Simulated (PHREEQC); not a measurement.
Make-up at 25 °C: 0.0073 mol HF, 0.011 mol NH4F and 0.0083 mol HCl per kg of water. Closed to the air; pH follows from the charge balance.

All values are PHREEQC results (ion-association model, phreeqc.dat), not measurements.

The pH is 2.68 and the ionic strength is 0.0133 mol/kgw. The specific conductance is 2320 µS/cm and the total alkalinity is -15.6 meq/kg.

```
species  molality  activity   log γ
-------  --------  --------  ------
HF         0.0131    0.0131   0.001
NH4+       0.0110   0.00972  -0.054
Cl-       0.00830   0.00737  -0.051
F-        0.00475   0.00422  -0.052
H+        0.00229   0.00207  -0.044
HF2-     0.000238  0.000212  -0.051
```

No solid was allowed to form. Complexes and solids missing from the database can't appear.
